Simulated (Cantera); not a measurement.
Roasting and sulfation: FeS2 + H2S + H2O

Feed: 1 mol FeS2, 0.09 mol H2S, 0.13 mol H2O, held at 0.133 bar.

Cantera equilibrium calculation (NASA polynomials, part measured and part estimated; ideal gas, pure solids and liquids). Candidate condensed phases: Fe, FeO, Fe(OH)2, Fe(OH)3, FeS, FeSO4, FeS2, Fe2O3, Fe2(SO4)3, Fe3O4, H2O, H2SO4, S; 22 gas species. FeS: taken at fixed stoichiometry. Gases not in the tables: S3 to S7. Equilibrium is a limit: real reactors are often held back by kinetics, nucleation or transport.

| T (°C) | x S2 | x H2O | x H2S | x H2 | x SO2 | x SH | x SO | n FeS(s) | n FeS2(s) | n FeS(l) |
|---|---|---|---|---|---|---|---|---|---|---|
| 600 | 0.0262 | 0.572 | 0.390 | 0.0101 | 0.00125 | 3.62e-6 | 1.84e-7 | 0.0105 | 0.990 | 0 |
| 700 | 0.664 | 0.133 | 0.173 | 0.00317 | 0.0228 | 2.93e-5 | 9.90e-6 | 1.00 | 0 | 0 |
| 800 | 0.670 | 0.141 | 0.158 | 0.00813 | 0.0184 | 0.000111 | 3.62e-5 | 1.00 | 0 | 0 |
| 900 | 0.675 | 0.146 | 0.142 | 0.0173 | 0.0158 | 0.000332 | 0.000108 | 1.00 | 0 | 0 |
| 1000 | 0.678 | 0.147 | 0.125 | 0.0313 | 0.0147 | 0.000816 | 0.000276 | 1.00 | 0 | 0 |
| 1100 | 0.680 | 0.145 | 0.106 | 0.0494 | 0.0148 | 0.00171 | 0.000639 | 1.00 | 0 | 0 |
| 1200 | 0.681 | 0.140 | 0.0868 | 0.0695 | 0.0160 | 0.00316 | 0.00137 | 0 | 0 | 1.00 |
| 1300 | 0.679 | 0.133 | 0.0698 | 0.0895 | 0.0179 | 0.00526 | 0.00271 | 0 | 0 | 1.00 |
| 1400 | 0.675 | 0.124 | 0.0556 | 0.108 | 0.0202 | 0.00810 | 0.00500 | 0 | 0 | 1.000 |
| 1500 | 0.669 | 0.114 | 0.0443 | 0.125 | 0.0225 | 0.0117 | 0.00862 | 0 | 0 | 1.000 |
| 1600 | 0.660 | 0.103 | 0.0354 | 0.140 | 0.0245 | 0.0161 | 0.0139 | 0 | 0 | 1.000 |
x: gas mole fraction; n: condensed amount in mol.

At 600 °C the condensed part is FeS(s) + FeS2(s). From 700 °C to 1100 °C the condensed part is FeS(s). From 1200 °C to 1600 °C the condensed part is FeS(l).
